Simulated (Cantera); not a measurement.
What does this Cantera script print?

```python
import numpy as np
import cantera as ct

gas_names = """
    B BCL BCL2 BCL3 BH BH2 BH3 BO BOCL BO2 B2 B2O B2O2 B2O3 B3O3CL3 B3O3H3 CL CLO CL2 H HBO HBO2 HCL
    HOCL HO2 H2 H2O H2O2 H3B3O6 O OH O2 O3
""".split()
cond_names = """
    B(b) B(L) B2O3(L) B3O3H3(cr) H2O(s) H2O(L)
""".split()


# ... load() reads the species with a 1 bar reference pressure and builds the phases ...
atoms = {
    'B2O3': {'B': 2, 'O': 3},
    'BCl3': {'B': 1, 'CL': 3},
    'H2': {'H': 2},
}
top_T = {}  # K; cautious upper limits of use, not melting points


# ... equilibrate(T, P, feed) seeds the gas with the atoms and calls Mixture.equilibrate('TP', solver="vcs", rtol=1e-11, max_steps=5000) ...
results = []
feed = {'B2O3': 1, 'BCl3': 0.51, 'H2': 4.4}  # mol
for P in [1, 4.2, 18, 75, 320, 1300, 5600, 24000, 100000]:
    for T in [1098, 1198, 1298, 1398, 1498, 1598, 1698, 1798, 1898]:
        mix = equilibrate(T, P, feed)
        results.append((T, P, feed, dict(zip(mix.species_names, mix.species_moles))))

for T, P, feed, n in results:
    print(f"{T:7g} {P:10.4g}  " + (" + ".join(c for c in cond_names if n.get(c, 0) > 1e-12) or "gas only"))
```

Output:

```
   1098          1  B(b) + B2O3(L)
   1198          1  B(b) + B2O3(L)
   1298          1  B2O3(L)
   1398          1  gas only
   1498          1  gas only
   1598          1  gas only
   1698          1  gas only
   1798          1  gas only
   1898          1  gas only
   1098        4.2  B(b) + B2O3(L)
   1198        4.2  B(b) + B2O3(L)
   1298        4.2  B(b) + B2O3(L)
   1398        4.2  B2O3(L)
   1498        4.2  gas only
   1598        4.2  gas only
   1698        4.2  gas only
   1798        4.2  gas only
   1898        4.2  gas only
   1098         18  B(b) + B2O3(L)
   1198         18  B(b) + B2O3(L)
   1298         18  B(b) + B2O3(L)
   1398         18  B(b) + B2O3(L)
   1498         18  gas only
   1598         18  gas only
   1698         18  gas only
   1798         18  gas only
   1898         18  gas only
   1098         75  B(b) + B2O3(L)
   1198         75  B(b) + B2O3(L)
   1298         75  B(b) + B2O3(L)
   1398         75  B(b) + B2O3(L)
   1498         75  B2O3(L)
   1598         75  gas only
   1698         75  gas only
   1798         75  gas only
   1898         75  gas only
   1098        320  B(b) + B2O3(L)
   1198        320  B(b) + B2O3(L)
   1298        320  B(b) + B2O3(L)
   1398        320  B(b) + B2O3(L)
   1498        320  B(b) + B2O3(L)
   1598        320  B2O3(L)
   1698        320  gas only
   1798        320  gas only
   1898        320  gas only
   1098       1300  B(b) + B2O3(L)
   1198       1300  B(b) + B2O3(L)
   1298       1300  B(b) + B2O3(L)
   1398       1300  B(b) + B2O3(L)
   1498       1300  B(b) + B2O3(L)
   1598       1300  B(b) + B2O3(L)
   1698       1300  B2O3(L)
   1798       1300  gas only
   1898       1300  gas only
   1098       5600  B(b) + B2O3(L)
   1198       5600  B(b) + B2O3(L)
   1298       5600  B(b) + B2O3(L)
   1398       5600  B(b) + B2O3(L)
   1498       5600  B(b) + B2O3(L)
   1598       5600  B(b) + B2O3(L)
   1698       5600  B(b) + B2O3(L)
   1798       5600  B2O3(L)
   1898       5600  gas only
   1098    2.4e+04  B(b) + B2O3(L)
   1198    2.4e+04  B(b) + B2O3(L)
   1298    2.4e+04  B(b) + B2O3(L)
   1398    2.4e+04  B(b) + B2O3(L)
   1498    2.4e+04  B(b) + B2O3(L)
   1598    2.4e+04  B(b) + B2O3(L)
   1698    2.4e+04  B(b) + B2O3(L)
   1798    2.4e+04  B(b) + B2O3(L)
   1898    2.4e+04  B2O3(L)
   1098      1e+05  B(b) + B2O3(L)
   1198      1e+05  B(b) + B2O3(L)
   1298      1e+05  B(b) + B2O3(L)
   1398      1e+05  B(b) + B2O3(L)
   1498      1e+05  B(b) + B2O3(L)
   1598      1e+05  B(b) + B2O3(L)
   1698      1e+05  B(b) + B2O3(L)
   1798      1e+05  B(b) + B2O3(L)
   1898      1e+05  B(b) + B2O3(L)
```

These are equilibrium values from Cantera (NASA tables, ideal gas, pure condensed phases), not measurements of a reactor. Mutual solubility and eutectic melting of coexisting phases are not modelled. The tables' values for BCl2 are old estimates.
